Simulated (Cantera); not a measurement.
A closed system holds: 1 mol Si3N4, 0.19 mol CO2, 70 mol H2, held at 1227 °C and 75.0 Torr.

Equilibrium computed with Cantera from the NASA thermochemical tables; the gas is ideal and each condensed phase is pure. Candidate condensed phases: C, C6H6, C7H8, C8H18, H2O, Si, SiC, SiO2, Si2N2O, Si3N4; 151 gas species. Mutual solubility and eutectic melting of coexisting phases are not modelled. Rates play no part.

Base state: H2 0.996, N2 0.00360, H 5.56e-5 (mole fractions); condensed: SiC(s) + Si2N2O(s) + Si3N4(s).

Task: What changes in the equilibrium state with this change: CO2 from 0.19 to 0.027 mol?

Result: 
| species | before | after |
|---|---|---|
| H2 | 0.996 | 0.999 |
| N2 | 0.00360 | 0.000516 |
| H | 5.56e-5 | 5.56e-5 |
| SiC(s), mol | 0.189 | 0.0268 |
| Si2N2O(s), mol | 0.380 | 0.0534 |
| Si3N4(s), mol | 0.684 | 0.955 |

Task: What changes in the equilibrium state with this change: pressure from 75.0 Torr to 4730 Torr?

Result: 
```tsv
species	before	after
H2	0.996	0.995
CH4	7.18e-6	0.00271
N2	0.00360	0.00180
NH3	3.69e-7	1.64e-5
H	5.56e-5	7.00e-6
SiC(s), mol	0.189	0
Si2N2O(s), mol	0.380	0.380
Si3N4(s), mol	0.684	0.747
```
